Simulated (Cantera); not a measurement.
## Carbothermic reduction: Fe3O4 + CH4 + H2

Feed: 1 mol Fe3O4, 2.2 mol CH4, 4.6 mol H2, at 0.00280 bar.

Method: chemical equilibrium by Gibbs-energy minimisation in Cantera with the NASA 1993 tables (ideal gas, pure condensed phases). Candidate condensed phases: C, C6H6, C7H8, C8H18, Fe, Fe(CO)5, FeO, Fe(OH)2, Fe(OH)3, Fe2O3, Fe3O4, H2O; 114 gas species. Equilibrium is a limit: real reactors are often held back by kinetics, nucleation or transport.

```json
[
 {"T (K)": "1150", "x H2": "0.671", "x CO": "0.168", "x H2O": "0.133", "x Fe": "3.07e-9", "x CO2": "0.0280", "x H": "1.15e-6", "x OH": "1.38e-9", "x FeO": "<1e-12", "n Fe(α)": "3.00", "n Fe(γ)": "0", "n Fe(δ)": "0", "n Fe(l)": "0"},
 {"T (K)": "1250", "x H2": "0.666", "x CO": "0.173", "x H2O": "0.138", "x Fe": "8.85e-8", "x CO2": "0.0229", "x H": "7.45e-6", "x OH": "1.59e-8", "x FeO": "2.01e-11", "n Fe(α)": "0", "n Fe(γ)": "3.00", "n Fe(δ)": "0", "n Fe(l)": "0"},
 {"T (K)": "1350", "x H2": "0.662", "x CO": "0.177", "x H2O": "0.141", "x Fe": "1.54e-6", "x CO2": "0.0193", "x H": "3.66e-5", "x OH": "1.27e-7", "x FeO": "6.39e-10", "n Fe(α)": "0", "n Fe(γ)": "3.00", "n Fe(δ)": "0", "n Fe(l)": "0"},
 {"T (K)": "1450", "x H2": "0.659", "x CO": "0.180", "x H2O": "0.144", "x Fe": "1.78e-5", "x CO2": "0.0165", "x H": "0.000145", "x OH": "7.61e-7", "x FeO": "1.24e-8", "n Fe(α)": "0", "n Fe(γ)": "3.00", "n Fe(δ)": "0", "n Fe(l)": "0"},
 {"T (K)": "1550", "x H2": "0.657", "x CO": "0.182", "x H2O": "0.146", "x Fe": "0.000150", "x CO2": "0.0145", "x H": "0.000482", "x OH": "3.61e-6", "x FeO": "1.64e-7", "n Fe(α)": "0", "n Fe(γ)": "3.00", "n Fe(δ)": "0", "n Fe(l)": "0"},
 {"T (K)": "1650", "x H2": "0.654", "x CO": "0.183", "x H2O": "0.148", "x Fe": "0.000965", "x CO2": "0.0129", "x H": "0.00139", "x OH": "1.42e-5", "x FeO": "1.56e-6", "n Fe(α)": "0", "n Fe(γ)": "2.99", "n Fe(δ)": "0", "n Fe(l)": "0"},
 {"T (K)": "1750", "x H2": "0.648", "x CO": "0.184", "x H2O": "0.148", "x Fe": "0.00498", "x CO2": "0.0116", "x H": "0.00354", "x OH": "4.74e-5", "x FeO": "1.14e-5", "n Fe(α)": "0", "n Fe(γ)": "0", "n Fe(δ)": "2.94", "n Fe(l)": "0"},
 {"T (K)": "1850", "x H2": "0.633", "x CO": "0.181", "x H2O": "0.146", "x Fe": "0.0209", "x CO2": "0.0104", "x H": "0.00810", "x OH": "0.000138", "x FeO": "6.51e-5", "n Fe(α)": "0", "n Fe(γ)": "0", "n Fe(δ)": "0", "n Fe(l)": "2.76"},
 {"T (K)": "1950", "x H2": "0.591", "x CO": "0.171", "x H2O": "0.138", "x Fe": "0.0732", "x CO2": "0.00907", "x H": "0.0167", "x OH": "0.000352", "x FeO": "0.000300", "n Fe(α)": "0", "n Fe(γ)": "0", "n Fe(δ)": "0", "n Fe(l)": "2.10"}
]
```
x: gas mole fraction; n: condensed amount in mol.

At 1150 K the condensed part is Fe(α). From 1250 K to 1650 K the condensed part is Fe(γ). At 1750 K the condensed part is Fe(δ). From 1850 K to 1950 K the condensed part is Fe(l). The main Fe-bearing gas is Fe(OH)2 at 1150 K and Fe at 1950 K.
